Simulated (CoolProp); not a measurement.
Model: reference Helmholtz-energy equation of state, Zhou 2011, in CoolProp.

### Question
For dimethyl carbonate, give the phase and the Joule-Thomson coefficient (K/MPa) at 486.7 K and 1.01 bar.

### Answer
- 486.7 K and 1.01 bar: gas; Joule-Thomson coefficient 9.52
